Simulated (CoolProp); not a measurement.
Vapour pressure (kPa) of fluorine: the reference equation beside estimates from Tc = 144.4 K, pc = 5240 kPa, ω = 0.045.

Computed with CoolProp (reference Helmholtz-energy equation of state, de Reuck 1990).

| T (K) | reference | van der Waals | Soave-Redlich-Kwong | Peng-Robinson |
|---|---|---|---|---|
| 113 | 1079 | 1812 | … | 1090 |
| 116.3 | 1320 | … | 1342 | 1333 |
| 119.7 | 1607 | 2362 | … | 1622 |
| 123 | … | 2667 | 1958 | 1943 |
| 126.4 | 2298 | … | 2338 | 2320 |
| 129.7 | 2708 | 3360 | 2752 | 2733 |
| 133.1 | 3183 | 3749 | 3231 | … |
| 136.5 | 3717 | 4166 | 3765 | 3747 |
| 139.8 | 4298 | 4595 | 4339 | 4326 |

### Question
What belongs in the gaps?

### Answer

- 113, Soave-Redlich-Kwong: 1096
- 116.3, van der Waals: 2071
- 119.7, Soave-Redlich-Kwong: 1634
- 123, reference: 1925
- 126.4, van der Waals: 3006
- 133.1, Peng-Robinson: 3211

Absolute difference from the reference over all 9 rows, mean and median: van der Waals 33.6 and 30.8 %, Soave-Redlich-Kwong 1.5 and 1.6 %, Peng-Robinson 0.9 and 0.9 %.
